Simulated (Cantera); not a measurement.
Cantera run, input and output.

```python
import numpy as np
import cantera as ct

gas = ct.Solution("gri30.yaml")
gas.TPX = 475, 500000, {'CH4': 1, 'H2': 0.72, 'O2': 2.15, 'N2': 8.07}
inlet = ct.Reservoir(gas, clone=True)
gas.equilibrate("HP")  # start burning
reactor = ct.IdealGasConstPressureReactor(gas, energy="on", clone=False)
exhaust = ct.Reservoir(gas, clone=True)
tau = [0.083, 0.029, 0.01, 0.0037, 0.0013, 0.00046, 0.00016, 5.8e-05, 2.1e-05][0]
for a, b in ((inlet, reactor), (reactor, exhaust)):
    ct.MassFlowController(a, b, mdot=lambda t: reactor.mass / tau)
net = ct.ReactorNet([reactor])
show = ['CH4', 'H2', 'O2', 'N2O', 'CH2CO', 'HCO', 'CH2O']

rows = []
print(f"{'tau/s':>10s}{'T/K':>9s}" + "".join(f"{s:>11s}" for s in show))
for tau in [0.083, 0.029, 0.01, 0.0037, 0.0013, 0.00046, 0.00016, 5.8e-05, 2.1e-05]:
    net.initial_time = 0.0
    net.advance(30 * tau)
    before = gas.X
    net.advance(40 * tau)
    drift = np.max(np.abs(gas.X - before) / (gas.X + 1e-9))
    rows.append([gas.T, *gas[show].X, drift])
    print(f"{tau:10.3e}{gas.T:9.1f}" + "".join(f"{x:11.3e}" for x in gas[show].X))
```

Output:

```
     tau/s      T/K        CH4         H2         O2        N2O      CH2CO        HCO       CH2O
 8.300e-02   2370.7  2.066e-06  1.434e-02  5.281e-04  9.541e-08  2.110e-09  2.256e-08  2.163e-07
 2.900e-02   2367.3  5.062e-06  1.446e-02  6.671e-04  1.037e-07  5.667e-09  3.558e-08  5.582e-07
 1.000e-02   2359.5  1.112e-05  1.475e-02  9.874e-04  1.202e-07  1.449e-08  7.180e-08  1.334e-06
 3.700e-03   2345.5  2.117e-05  1.530e-02  1.577e-03  1.440e-07  3.255e-08  1.604e-07  2.768e-06
 1.300e-03   2320.6  4.026e-05  1.630e-02  2.674e-03  1.739e-07  7.174e-08  4.030e-07  5.588e-06
 4.600e-04   2282.1  7.766e-05  1.787e-02  4.453e-03  2.010e-07  1.516e-07  1.039e-06  1.084e-05
 1.600e-04   2225.4  1.613e-04  2.010e-02  7.211e-03  2.187e-07  3.318e-07  2.757e-06  2.129e-05
 5.800e-05   2151.6  3.635e-04  2.281e-02  1.121e-02  2.232e-07  8.193e-07  7.105e-06  4.316e-05
 2.100e-05   2050.4  1.056e-03  2.625e-02  1.859e-02  2.101e-07  3.278e-06  1.900e-05  1.056e-04
```

Model: GRI-Mech 3.0 (53 species, 325 reactions), integrated in Cantera.
